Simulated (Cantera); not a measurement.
What does this Cantera script print?

```python
import numpy as np
import cantera as ct

gas_names = """
    B BH BH2 BH3 BN B2 H H2 N NH NH2 NH3 N2 N2H2 N2H4
""".split()
cond_names = """
    B(b) B(L) BN(s)
""".split()


# ... load() reads the species with a 1 bar reference pressure and builds the phases ...
atoms = {
    'borazine': {'B': 3, 'N': 3, 'H': 6},
    'N2': {'N': 2},
    'H2': {'H': 2},
}
top_T = {'BN(s)': 3200}  # K; cautious upper limits of use, not melting points


# ... equilibrate(T, P, feed) seeds the gas with the atoms and calls Mixture.equilibrate('TP', solver="vcs", rtol=1e-11, max_steps=5000) ...
results = []
feed = {'borazine': 1, 'N2': 0.33, 'H2': 9.6}  # mol
T = 2275  # K
for P in [10, 37, 140, 520, 1900, 7200, 27000, 100000]:
    mix = equilibrate(T, P, feed)
    results.append((T, P, feed, dict(zip(mix.species_names, mix.species_moles))))

top = {s: max(r[3][s] / sum(r[3][g] for g in gas_names) for r in results) for s in gas_names}
cols = sorted((s for s in top if top[s] > 0.001), key=lambda s: -top[s])[:6]
seen = [c for c in cond_names if any(r[3].get(c, 0) > 1e-12 for r in results)]
print("log10 of partial pressures in bar; condensed amounts in mol")
print(f"{'P/Pa':>10s}" + "".join(f"{s[:9]:>10s}" for s in cols + seen))
for T, P, feed, n in results:
    ng = sum(n[g] for g in gas_names)
    print(f"{P:10.4g}" + "".join(f"{np.log10(max(n[s] / ng * P / 1e5, 1e-99)):10.3f}" for s in cols)
          + "".join(f"{n.get(c, 0):10.4g}" for c in seen))
```

It prints:

```
log10 of partial pressures in bar; condensed amounts in mol
      P/Pa        H2         H        N2         B       BH2      B(b)     BN(s)
        10    -4.466    -4.304    -5.066    -5.131    -7.195     1.401         0
        37    -3.693    -3.917    -4.417    -5.131    -6.422     2.623         0
       140    -3.015    -3.578    -3.796    -5.131    -5.744     2.892         0
       520    -2.396    -3.269    -3.205    -5.131    -5.125     2.955         0
      1900    -1.808    -2.975    -2.631    -5.131    -4.537     2.971         0
      7200    -1.185    -2.663    -2.364    -5.131    -3.914    0.9535     2.021
   2.7e+04    -0.588    -2.365    -2.153    -5.237    -3.422         0     2.981
     1e+05    -0.015    -2.079    -1.589    -5.519    -3.132         0      2.99
```

These are equilibrium values from Cantera (NASA tables, ideal gas, pure condensed phases), not measurements of a reactor. The feed counts by its element totals alone. Mutual solubility and eutectic melting of coexisting phases are not modelled. The tables' values for BH2 are old estimates; treat these amounts as uncertain. Gases not in the tables: B2H6 and higher boranes.
